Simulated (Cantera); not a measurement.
Feed: 1 mol Fe₂O₃, 0.47 mol C, 2.4 mol CO, at 1098 K and 1.33 mbar.

Method: chemical equilibrium by Gibbs-energy minimisation in Cantera with the NASA 1993 tables (ideal gas, pure condensed phases). Candidate condensed phases: C, Fe, Fe(CO)₅, FeO, Fe₂O₃, Fe₃O₄; 15 gas species. The tables' stoichiometric FeO is somewhat more stable than real wüstite, so its field is too wide. FeO: taken at fixed stoichiometry. The numbers say what is thermodynamically allowed, not how fast it happens.

Base state: CO 0.815, CO₂ 0.185 (mole fractions); condensed: FeO(s).

What changes in the equilibrium state with this change: Fe₂O₃ replaced by CuO?


```tsv
species	before	after
CO	0.815	0.815
CO₂	0.185	0.185
FeO(s), mol	2.00	0
Cu(s), mol	0	1.000
```
Further candidate phases: Cu, CuO, Cu₂O.
